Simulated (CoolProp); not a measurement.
Values from CoolProp's reference Helmholtz-energy equation of state, Smukala 2000.

**Question.** For ethylene, give the phase and the density (kg/m³), cp (kJ/(kg K)), expansivity (1/kK), fugacity coefficient at 166.65 °C and 94.6 bar.

**Answer.** 
- 166.65 °C and 94.6 bar: supercritical; density 83.0, cp 2.42, expansivity 3.75, fugacity coefficient 0.873
